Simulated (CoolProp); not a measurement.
Values from CoolProp's reference Helmholtz-energy equation of state, Thol 2017.

Problem. For octamethyltrisiloxane (MDM), give the phase and the Z, speed of sound (m/s), isothermal compressibility (1/MPa) at 506.3 K and 8.08 MPa.

Solution. 
- 506.3 K and 8.08 MPa: liquid; Z 0.731, speed of sound 451, isothermal compressibility 0.00901
